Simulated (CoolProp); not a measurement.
Vapour-liquid equilibrium of dimethyl ether (1) + R227EA (2) at 263.1 K; x and y are mole fractions of (1).

Values from CoolProp's multi-fluid Helmholtz-energy mixture model, Wu 2011 and Lemmon 2016; pair parameters Bell 2016.

```csv
x,"bubble pressure, mixture model (MPa)","bubble pressure, Raoult's law (MPa)","y, mixture model","y, Raoult's law"
0.05,0.1267,0.1346,0.019,0.069
0.2,0.1124,0.1425,0.142,0.259
0.35,0.1084,0.1504,0.371,0.430
0.5,0.1173,0.1583,0.621,0.583
0.65,0.1352,0.1662,0.806,0.722
0.8,0.1566,0.1741,0.917,0.848
0.95,0.1778,0.1820,0.984,0.964
```

The largest gap from Raoult's law is -27.9 % in bubble pressure, at x = 0.35. y crosses x between x = 0.2 and 0.35: the model has an azeotrope there.

Pair parameters are fitted to limited data, so mixtures are less certain than the pure fluids.
